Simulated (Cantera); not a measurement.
A Cantera script and its output.

```python
import numpy as np
import cantera as ct

gas = ct.Solution("gri30.yaml")
gas.TPX = 2925, 13332, {'CH4': 0.0041, 'H2': 1, 'CO2': 0.0084, 'H2O': 0.039}
reactor = ct.IdealGasConstPressureReactor(gas, energy="off", clone=False)
net = ct.ReactorNet([reactor])
net.rtol, net.atol = 1e-08, 1e-18
show = ['CH4', 'H2', 'CO2', 'C2H', 'CH2CO', 'CH2O', 'C2H2']
times = np.geomspace(2e-05, 80, 14)

steps = ct.SolutionArray(gas, extra=["t"])
rows = []
print(f"{'t/s':>10s}{'T/K':>9s}{'P/Pa':>11s}" + "".join(f"{s:>11s}" for s in show))
for t in times:
    while net.time < t:
        t_next = net.step()
        steps.append(gas.state, t=t_next)
    rows.append([np.interp(t, steps.t, y) for y in (steps.T, steps.P, *steps(*show).X.T)])
    print(f"{t:10.3e}{rows[-1][0]:9.1f}{rows[-1][1]:11.4g}" + "".join(f"{x:11.3e}" for x in rows[-1][2:]))
rate = np.gradient(steps.T, steps.t)
print("integrator steps:", len(steps.t))
if steps.T.max() > steps.T[0] + 200:
    print(f"time of steepest temperature rise: {steps.t[rate.argmax()]:.4e} s")
gas.TPX = 2925, 13332, {'CH4': 0.0041, 'H2': 1, 'CO2': 0.0084, 'H2O': 0.039}
gas.equilibrate("TP")
print(f"equilibrium (TP): T = {gas.T:.1f} K  " + "  ".join(f"{s} {gas[s].X[0]:.3e}" for s in show))
```

Output:

```
       t/s      T/K       P/Pa        CH4         H2        CO2        C2H      CH2CO       CH2O       C2H2
 2.000e-05   2925.0  1.333e+04  3.280e-03  9.423e-01  7.281e-03  2.861e-09  1.651e-09  4.531e-07  2.110e-06
 6.440e-05   2925.0  1.333e+04  2.477e-03  9.234e-01  3.356e-03  2.316e-07  5.370e-08  1.278e-06  5.812e-05
 2.074e-04   2925.0  1.333e+04  8.269e-04  8.935e-01  6.148e-05  5.060e-06  5.613e-07  1.341e-06  5.569e-04
 6.677e-04   2925.0  1.333e+04  5.534e-05  8.659e-01  6.545e-05  2.507e-06  1.912e-07  1.921e-07  1.695e-04
 2.150e-03   2925.0  1.333e+04  4.574e-11  8.102e-01  6.624e-05  9.424e-13  4.866e-14  1.550e-09  3.526e-11
 6.923e-03   2925.0  1.333e+04  3.589e-12  7.163e-01  6.328e-05  3.494e-16  3.116e-16  5.419e-10  6.861e-15
 2.229e-02   2925.0  1.333e+04  1.467e-12  6.738e-01  6.171e-05  1.859e-16  1.377e-16  3.668e-10  2.901e-15
 7.178e-02   2925.0  1.333e+04  1.438e-12  6.728e-01  6.167e-05  1.833e-16  1.352e-16  3.636e-10  2.846e-15
 2.311e-01   2925.0  1.333e+04  1.438e-12  6.728e-01  6.167e-05  1.833e-16  1.352e-16  3.636e-10  2.846e-15
 7.442e-01   2925.0  1.333e+04  1.438e-12  6.728e-01  6.167e-05  1.833e-16  1.352e-16  3.636e-10  2.846e-15
 2.396e+00   2925.0  1.333e+04  1.438e-12  6.728e-01  6.167e-05  1.833e-16  1.352e-16  3.636e-10  2.846e-15
 7.716e+00   2925.0  1.333e+04  1.438e-12  6.728e-01  6.167e-05  1.833e-16  1.352e-16  3.636e-10  2.846e-15
 2.485e+01   2925.0  1.333e+04  1.438e-12  6.728e-01  6.167e-05  1.833e-16  1.352e-16  3.636e-10  2.846e-15
 8.000e+01   2925.0  1.333e+04  1.438e-12  6.728e-01  6.167e-05  1.833e-16  1.352e-16  3.636e-10  2.846e-15
integrator steps: 1714
equilibrium (TP): T = 2925.0 K  CH4 1.511e-12  H2 6.728e-01  CO2 6.167e-05  C2H 1.903e-16  CH2CO 1.412e-16  CH2O 3.636e-10  C2H2 2.954e-15
```

Detailed kinetics in Cantera: GRI-Mech 3.0 (53 species, 325 reactions).
